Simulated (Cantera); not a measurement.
A closed system holds: 1 mol c-C4F8, 0.4 mol H2, 0.05 mol F2, held at 0.133 bar.

Method: chemical equilibrium by Gibbs-energy minimisation in Cantera with the NASA 1993 tables (ideal gas, pure condensed phases). Candidate condensed phases: C, C6H6, C7H8, C8H18; 95 gas species. The feed counts by its element totals alone. Gases not in the tables: C2F6 and larger saturated fluorocarbons. Kinetics and transport are ignored.

Problem. At 2073 K, list the 4 most abundant gas species with their mole fractions, and the condensed phases.

Solution. CF4 0.646, HF 0.296, CF2 0.0439, F 0.00898. Condensed: C(graphite).
